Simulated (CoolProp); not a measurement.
Vapour-liquid equilibrium of dimethyl ether (1) + R236FA (2) at 72.85 °C; x and y are mole fractions of (1).

Model: multi-fluid Helmholtz-energy mixture model, Wu 2011 and Pan 2012; pair parameters Bell 2016, in CoolProp.

```tsv
x	bubble pressure (kPa)	y at the bubble point	dew pressure at overall composition x (kPa)	liquid density (mol/L)
0.05	1056	0.052	1056	7.897
0.15	1068	0.164	1066	8.301
0.25	1093	0.284	1085	8.725
0.35	1133	0.410	1112	9.167
0.45	1193	0.536	1150	9.628
0.55	1276	0.655	1201	10.11
0.65	1383	0.762	1271	10.60
0.75	1515	0.853	1369	11.12
0.85	1668	0.925	1510	11.64
0.95	1835	0.979	1739	12.16
```

No azeotrope shows between x = 0.05 and 0.95.

Pair parameters are fitted to limited data, so mixtures are less certain than the pure fluids.
